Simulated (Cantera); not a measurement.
Feed: 1 mol Fe2O3, 13 mol CO, 12 mol N2, at 1450 K and 27.0 Torr.

Method: chemical equilibrium by Gibbs-energy minimisation in Cantera with the NASA 1993 tables (ideal gas, pure condensed phases). Candidate condensed phases: C, Fe, Fe(CO)5, FeO, Fe2O3, Fe3O4; 27 gas species. Mutual solubility and eutectic melting of coexisting phases are not modelled. The tables' stoichiometric FeO is somewhat more stable than real wüstite, so its field is too wide. FeO: taken at fixed stoichiometry. The numbers say what is thermodynamically allowed, not how fast it happens.

Base state: N2 0.480, CO 0.446, CO2 0.0744 (mole fractions); condensed: Fe(γ) + FeO(s).

Task: What changes in the equilibrium state with this change: temperature from 1450 K to 925 K?

Result: 
```csv
species,before,after
N2,0.480,0.480
CO,0.446,0.402
CO2,0.0744,0.118
"Fe(γ), mol",0.861,0
"FeO(s), mol",1.14,0.0413
"Fe(α), mol",0,1.96
```
